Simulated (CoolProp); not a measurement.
Vapour-liquid equilibrium of ethylene (1) + isobutane (2) at 199.6 K; x and y are mole fractions of (1).

The numbers come from the multi-fluid Helmholtz-energy mixture model, Smukala 2000 and Bücker 2006; pair parameters Bell 2016 in CoolProp.

```tsv
x	bubble pressure (MPa)	y at the bubble point	dew pressure at overall composition x (MPa)	liquid density (mol/L)
0.05	0.02149	0.834	0.003898	11.58
0.15	0.05906	0.945	0.004352	12.14
0.25	0.09926	0.971	0.004927	12.73
0.35	0.1419	0.982	…	13.36
0.45	0.1866	0.988	0.006693	14.04
0.55	0.2329	…	0.008154	14.77
0.65	0.2801	0.995	0.01043	15.55
0.75	0.3277	0.997	0.01447	16.38
0.85	0.3754	0.998	0.02362	17.25
0.95	0.4235	0.999	0.06422	…
```

Problem. Some entries are withheld; supply them.

Solution. 
- 0.35, dew pressure at overall composition x (MPa): 0.005676
- 0.55, y at the bubble point: 0.992
- 0.95, liquid density (mol/L): 18.15

No azeotrope shows between x = 0.05 and 0.95.

The pair parameters rest on a limited set of measurements; away from them the model extrapolates.
